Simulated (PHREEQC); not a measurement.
Make-up at 25 °C and 50 atm: 0.12 mol KF per kg of water. Closed to the air; pH follows from the charge balance.

Model: ion-association model, phreeqc.dat, run in PHREEQC.

Precipitation was switched off in this run.

**Question.** Estimate the pH.

**Answer.** pH 8.06.

Under pressure, the constants of complexes without a molar volume in the database are unreliable.
